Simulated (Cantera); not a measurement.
# Low-pressure radical oxidation in H2/O2

A perfectly stirred reactor is fed with 0.587 % H2, 99.4 % O2, at 20.0 Torr; it is held at 1300 K, and followed from long to short residence time.

Detailed kinetics in Cantera: the H2/O2 subset of GRI-Mech 3.0, which has no nitrogen chemistry. Radical loss at walls, strong at low pressure, is not modelled.

```csv
τ (s),x H2,x O2,x H2O2,x OH,x H2O,x HO2,x O
0.32,3.17e-5,0.992,1.34e-8,0.000404,0.00563,4.49e-7,0.00194
0.21,4.09e-5,0.992,1.46e-8,0.000449,0.00559,5.03e-7,0.00234
0.14,5.28e-5,0.991,1.58e-8,0.000493,0.00555,5.56e-7,0.00273
0.088,7.17e-5,0.991,1.72e-8,0.000546,0.00549,6.16e-7,0.00318
0.057,9.70e-5,0.990,1.87e-8,0.000598,0.00543,6.74e-7,0.00357
0.037,0.000133,0.990,2.06e-8,0.000653,0.00536,7.32e-7,0.00388
0.024,0.000186,0.990,2.29e-8,0.000713,0.00527,7.93e-7,0.00411
0.016,0.000258,0.989,2.56e-8,0.000777,0.00516,8.54e-7,0.00424
0.010,0.000379,0.989,2.96e-8,0.000861,0.00498,9.30e-7,0.00428
0.0066,0.000536,0.989,3.38e-8,0.000944,0.00478,1.00e-6,0.00421
0.0043,0.000766,0.989,3.87e-8,0.00103,0.00450,1.07e-6,0.00404
```
x: mole fraction; the columns are a selection and need not sum to one.
